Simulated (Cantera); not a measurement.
Input (Python, Cantera) and output of one run.

```python
import numpy as np
import cantera as ct

gas_names = """
    CL CLO CL2 Fe FeCL FeCL2 FeCL3 FeO Fe(OH)2 Fe2CL4 Fe2CL6 H HCL HNO HNO2 HNO3 HOCL HO2 H2 H2O H2O2 N
    NH NH2 NH3 NH2OH NO NO2 NO3 N2 N2H2 N2H4 N2O O OH O2 O3
""".split()
cond_names = """
    Fe(a) Fe(c) Fe(d) Fe(L) FeCL2(s) FeCL2(L) FeCL3(s) FeCL3(L) FeO(s) FeO(L) Fe(OH)2(s) Fe(OH)3(s)
    Fe2O3(s) Fe3O4(s) H2O(s) H2O(L) NH4CL(a) NH4CL(b)
""".split()


# ... load() reads the species with a 1 bar reference pressure and builds the phases ...
atoms = {
    'FeCl2': {'Fe': 1, 'CL': 2},
    'O2': {'O': 2},
    'N2': {'N': 2},
    'HCl': {'H': 1, 'CL': 1},
}
top_T = {'Fe2O3(s)': 1830, 'Fe3O4(s)': 1870}  # K; cautious upper limits of use, not melting points


# ... equilibrate(T, P, feed) seeds the gas with the atoms and calls Mixture.equilibrate('TP', solver="vcs", rtol=1e-11, max_steps=5000) ...
results = []
feed = {'FeCl2': 1, 'O2': 8.7, 'N2': 320, 'HCl': 0.19}  # mol
T = 2248  # K
P = 7900  # Pa
mix = equilibrate(T, P, feed)
results.append((T, P, feed, dict(zip(mix.species_names, mix.species_moles))))
x = sorted(zip(gas.X, gas.species_names), reverse=True)
print(f"T = {T:g} K  P = {P:g} Pa  gas = {mix.phase_moles(0):.4g} mol")
print("   x: " + "  ".join(f"{s} {v:.3e}" for v, s in x if v > 1e-05))
print("   condensed (mol): " + ("  ".join(f"{mix.phase(i).name} {mix.phase_moles(i):.4g}"
      for i in range(1, mix.n_phases) if mix.phase_moles(i) > 1e-12) or "none"))
```

Result:

```
T = 2248 K  P = 7900 Pa  gas = 331.3 mol
   x: N2 9.633e-01  O2 2.220e-02  NO 5.050e-03  CL 4.080e-03  O 1.932e-03  FeCL2 1.112e-03  Fe 9.526e-04  FeO 8.811e-04  HCL 2.906e-04  OH 1.444e-04  H2O 4.971e-05  H 3.523e-05  FeCL 1.289e-05
   condensed (mol): FeO(L) 0.01983
```

Cantera equilibrium calculation (NASA polynomials, part measured and part estimated; ideal gas, pure solids and liquids). The tables' stoichiometric FeO is somewhat more stable than real wüstite, so its field is too wide. FeO: taken at fixed stoichiometry.
